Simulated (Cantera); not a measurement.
Feed: 1 mol C₂F₆, 0.45 mol HCl, equilibrated at 1330 Pa.

Method: chemical equilibrium by Gibbs-energy minimisation in Cantera with the NASA 1993 tables (ideal gas, pure condensed phases). Candidate condensed phases: C, C₆H₆, C₇H₈, C₈H₁₈; 135 gas species. Ions and electrons are included (thermal ionisation). The feed counts by its element totals alone. The numbers say what is thermodynamically allowed, not how fast it happens. All values below are at 4000 K.

Base state: F 0.681, C 0.184, Cl 0.0526, H 0.0458, CF 0.0141, C₂ 0.0120, HF 0.00675, C₃ 0.00387 (mole fractions); condensed: gas only.

What changes in the equilibrium state with this change: HCl from 0.45 to 0.17 mol?


```
species   before    after
-------  -------  -------
F          0.681    0.730
C          0.184    0.193
Cl        0.0526   0.0212
H         0.0458   0.0183
CF        0.0141   0.0159
C₂        0.0120   0.0133
H₂       1.10e-5  1.76e-6
HCl      1.94e-5  3.13e-6
```
